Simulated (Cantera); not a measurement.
# Premixed flame

A freely propagating, adiabatic, planar premixed flame of H₂ : O₂ : N₂ = 1 : 0.455 : 1.71 (molar parts), equivalence ratio 1.1, unburnt at 425 K and 1.30 bar; mixture-averaged transport, grid criteria slope 0.08 and curve 0.16, no radiation.

Computed with Cantera and the H2/O2 subset of GRI-Mech 3.0, which has no nitrogen chemistry. Burning velocities carry a grid error of a few per cent, more on coarse grids.

```
z (mm)   T (K)  u (m/s)    x H₂     x O₂      x H     x H₂O     x OH     x HO₂
-------  -----  -------  ------  -------  -------  --------  -------  --------
-0.865     425     4.45   0.316    0.144    <1e-8     <1e-8    <1e-8     <1e-8
-0.576     425     4.45   0.316    0.144    <1e-8     <1e-8    <1e-8     <1e-8
-0.432     425     4.45   0.316    0.144    <1e-8     <1e-8    <1e-8     <1e-8
-0.288     425     4.45   0.316    0.144    <1e-8   1.32e-7    <1e-8   3.84e-8
-0.144     438     4.55   0.310    0.145  6.65e-6  0.000296  9.35e-6  0.000114
-0.0721    703     7.06   0.271    0.140  0.00349    0.0206  0.00110  0.000361
0         1198     11.6   0.174    0.103   0.0288     0.106  0.00302  0.000127
0.0721    1532     14.7  0.0874   0.0469   0.0517     0.207  0.00863   5.01e-5
0.144     1695     16.1  0.0614   0.0257   0.0526     0.244   0.0123   2.48e-5
0.288     1858     17.5  0.0561   0.0183   0.0424     0.260   0.0149   1.50e-5
0.576     2021     18.8  0.0542   0.0143   0.0304     0.272   0.0159   9.70e-6
1.15      2170     20.0  0.0505   0.0106   0.0202     0.286   0.0153   5.99e-6
2.31      2295     21.0  0.0456  0.00723   0.0127     0.300   0.0134   3.53e-6
```
x: mole fraction of selected species; z is measured from the peak of heat release.

```json
{
 "laminar_burning_velocity": "445 cm/s",
 "thermal_thickness": "0.288 mm",
 "peak x(H)": "0.0539",
 "peak x(OH)": "0.0159",
 "peak x(HO₂)": "0.000513",
 "grid_points": "115"
}
```
